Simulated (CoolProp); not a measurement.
A simple Rankine cycle with c-C4F8 (RC318): condensing at 330.15 K, boiler at 1.87 MPa, turbine inlet 373.6 K, turbine efficiency 0.75, pump efficiency 0.8, no recuperator. Each further row changes one setting.

The numbers come from the reference Helmholtz-energy equation of state, Platzer 1990 in CoolProp. This equation is an older, rougher fit; its heat capacities, sound speeds and derivatives of the liquid may be far off and weren't checked against measurements.

| case | thermal efficiency (%) | net work (kJ/kg) | heat in (kJ/kg) | turbine exit temperature (K) | volume ratio over the turbine |
|---|---|---|---|---|---|
| as stated | 5.7 | 6.43 | 113 | 350.2 | 2.98 |
| turbine inlet 393.6 K | 5.5 | 7.52 | 136 | 373.6 | 2.74 |
| condensing temperature 322.15 K | 6.7 | 8.25 | 122 | 346.2 | 3.75 |
| boiler pressure 1.31 MPa | 3.6 | 4.45 | 122 | 362.3 | 1.81 |
| turbine efficiency 0.65 | 4.8 | 5.44 | 113 | 351.2 | 3.00 |
